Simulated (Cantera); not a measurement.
A perfectly stirred reactor is fed with 3.44 % CH4, 0.619 % CO, 17.5 % O2, 66.0 % N2, 12.4 % H2O, at 3750 Torr; it is adiabatic with a 473 K inlet, and is followed from long to short residence time, starting on the burning branch (τ in s: 0.087, 0.046, 0.025, 0.013, 0.0069, 0.0037, 0.0019, 0.001, 0.00055, 0.00029, 0.00015, 8.2e-05, 4.4e-05).

Model: GRI-Mech 3.0 (53 species, 325 reactions), integrated in Cantera.

### Question
Predict: blow-out, bracketed by the residence times tried; x(CH4) at τ = 87.0 ms; x(CO) at τ = 87.0 ms; x(O2) at τ = 87.0 ms; x(HO2) at τ = 87.0 ms; x(CH4) at τ = 1.90 ms; x(CO) at τ = 1.90 ms; x(O2) at τ = 1.90 ms.

### Answer
```json
{
 "blow_out_bracketed_by_the_residence_times_tried": "burning at 46.0 ms, out at 25.0 ms",
 "x(CH4) at τ = 87.0 ms": "0.000423",
 "x(CO) at τ = 87.0 ms": "0.00303",
 "x(O2) at τ = 87.0 ms": "0.106",
 "x(HO2) at τ = 87.0 ms": "2.32e-5",
 "x(CH4) at τ = 1.90 ms": "0.0344",
 "x(CO) at τ = 1.90 ms": "0.00619",
 "x(O2) at τ = 1.90 ms": "0.175"
}
```
